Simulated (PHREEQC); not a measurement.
A solution holds 0.071 mol/kgw CuSO4, 0.00073 mol/kgw HNO3 and 0.006 mol/kgw NaCl, at 25 °C. Closed to the air; pH follows from the charge balance.

Equilibrium calculation in PHREEQC: ion-association model, wateq4f.dat.

Each row changes one thing in this solution. This is a speciation only: nothing precipitates in the calculation.

| case | pH | ionic strength (mol/kgw) | Cu+2 (mol/kgw) | SO4-2 (mol/kgw) | CuSO4 (mol/kgw) | Cl- (mol/kgw) | SI of Chalcanthite (CuSO4:5H2O) | SI of Tenorite (CuO) |
|---|---|---|---|---|---|---|---|---|
| as made | 3.59 | 0.160 | 0.0387 | 0.0381 | 0.0321 | 0.00579 | -1.15 | -2.32 |
| diluted 2-fold with water | 3.78 | 0.0874 | 0.0211 | 0.0209 | 0.0143 | 0.00293 | -1.51 | -2.12 |
| 0.049 mol/kgw H3PO4 added | 2.01 | 0.180 | 0.0435 | 0.0311 | 0.0272 | 0.00577 | -1.22 | -5.44 |
| temperature from 25 to 5 °C | 3.51 | 0.166 | 0.0401 | 0.0395 | 0.0308 | 0.00592 | -1.03 | -3.26 |
| diluted 5-fold with water | 4.06 | 0.0394 | 0.00955 | 0.00950 | 0.00463 | 0.00118 | ? | -1.80 |
| temperature from 25 to 30 °C | 3.61 | 0.159 | 0.0384 | 0.0379 | ? | 0.00574 | -1.18 | -2.09 |
| HNO3 replaced by KNO3 at the same molality | ? | 0.161 | 0.0385 | 0.0384 | 0.0322 | 0.00579 | -1.15 | -0.34 |

### Question
Some entries are withheld; supply them.

### Answer

- diluted 5-fold with water, SI of Chalcanthite (CuSO4:5H2O): -2.00
- temperature from 25 to 30 °C, CuSO4 (mol/kgw): 0.0324
- HNO3 replaced by KNO3 at the same molality, pH: 4.57

Species that the database lacks are ignored. Some of these states are supersaturated (in Antlerite, Brochantite, for instance). H3PO4, which wateq4f.dat lacks, is added to it with the constant of phreeqc.dat. Constants without temperature data keep their 25 °C values here. The database has no phosphate complexes of Cu.
